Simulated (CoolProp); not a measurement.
Vapour pressure (MPa) of ethanol: the reference equation beside estimates from Tc = 241.6 °C, pc = 6.268 MPa, ω = 0.644. Clausius-Clapeyron is anchored at 74.55 °C with a constant enthalpy of vaporisation of 39.43 kJ/mol.

Model: reference Helmholtz-energy equation of state, Schroeder 2014, in CoolProp.

```tsv
T (°C)	reference	Clausius-Clapeyron	van der Waals	Redlich-Kwong	Peng-Robinson
36.15	0.01462	0.01597	0.5493	0.1304	0.01509
48.95	0.02796	0.02936	0.6913	0.1970	0.02907
61.75	0.05051	0.05154	…	0.2864	0.05262
74.55	0.08680	0.08680	1.045	0.4029	0.09025
87.35	0.1427	0.1409	…	…	…
100.25	0.2261	0.2219	1.504	0.7357	0.2324
113.05	0.3446	0.3381	1.774	0.9592	0.3516
125.85	0.5086	…	…	1.227	0.5152
```

### Question
Fill in the missing entries.

### Answer

- 61.75, van der Waals: 0.8561
- 87.35, van der Waals: 1.260
- 87.35, Redlich-Kwong: 0.5507
- 87.35, Peng-Robinson: 0.1476
- 125.85, Clausius-Clapeyron: 0.5013
- 125.85, van der Waals: 2.074

Absolute difference from the reference over all 8 rows, mean and median: Clausius-Clapeyron 2.8 and 1.9 %, van der Waals 1349.9 and 943.4 %, Redlich-Kwong 382.3 and 325.0 %, Peng-Robinson 3.1 and 3.3 %.
